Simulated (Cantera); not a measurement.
Input (Python, Cantera) and output of one run.

```python
import numpy as np
import cantera as ct

gas_names = """
    CL CL2 H HCL H2 N NH NH2 NH3 N2 N2H2 N2H4 Si SiCL SiCL2 SiCL3 SiCL4 SiH SiHCL3 SiH2 SiH2CL2 SiH3
    SiH3CL SiH4 SiN Si2 Si2N Si3
""".split()
cond_names = """
    NH4CL(a) NH4CL(b) Si(cr) Si(L) Si3N4(a)
""".split()


# ... load() reads the species with a 1 bar reference pressure and builds the phases ...
atoms = {
    'Si3N4': {'Si': 3, 'N': 4},
    'Cl2': {'CL': 2},
    'H2': {'H': 2},
}
top_T = {'Si3N4(a)': 2400}  # K; cautious upper limits of use, not melting points


# ... equilibrate(T, P, feed) seeds the gas with the atoms and calls Mixture.equilibrate('TP', solver="vcs", rtol=1e-11, max_steps=5000) ...
results = []
feed = {'Si3N4': 1, 'Cl2': 48, 'H2': 16}  # mol
T = 1525  # K
P = 17000  # Pa
mix = equilibrate(T, P, feed)
results.append((T, P, feed, dict(zip(mix.species_names, mix.species_moles))))
x = sorted(zip(gas.X, gas.species_names), reverse=True)
print(f"T = {T:g} K  P = {P:g} Pa  gas = {mix.phase_moles(0):.4g} mol")
print("   x: " + "  ".join(f"{s} {v:.3e}" for v, s in x if v > 0.001))
print("   condensed (mol): " + ("  ".join(f"{mix.phase(i).name} {mix.phase_moles(i):.4g}"
      for i in range(1, mix.n_phases) if mix.phase_moles(i) > 1e-12) or "none"))
```

Result:

```
T = 1525 K  P = 17000 Pa  gas = 66.25 mol
   x: HCL 4.830e-01  CL2 3.435e-01  CL 9.799e-02  SiCL4 4.528e-02  N2 3.019e-02
   condensed (mol): none
```

Equilibrium computed with Cantera from the NASA thermochemical tables; the gas is ideal and each condensed phase is pure.
